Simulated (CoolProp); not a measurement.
Acetone at several states: Z from the reference equation and from simpler models built on Tc = 508.1 K, pc = 4692 kPa, ω = 0.307; each cubic takes its own stable root.

Model: reference Helmholtz-energy equation of state, Lemmon 2006, in CoolProp. It is a short technical equation, of lower accuracy than the large ones.

```tsv
T (K)	p (kPa)	phase	reference
454.8	28.1	gas	0.9965
299.2	23.9	gas	0.9807
502.8	108	gas	0.9905
314.8	3280	liquid	0.09459
523	18400	supercritical	0.4598
```

Q: How far does each simpler model (van der Waals, Redlich-Kwong, Peng-Robinson) lie from the reference over these 5 states: mean and median of the absolute difference, and the worst?

A: 
- van der Waals: mean 30.8 %, median 1.4 %, worst +93.0 % at 314.8 K and 3280 kPa
- Redlich-Kwong: mean 12.3 %, median 1.2 %, worst +32.4 % at 314.8 K and 3280 kPa
- Peng-Robinson: mean 6.0 %, median 1.1 %, worst +15.9 % at 523 K and 18400 kPa
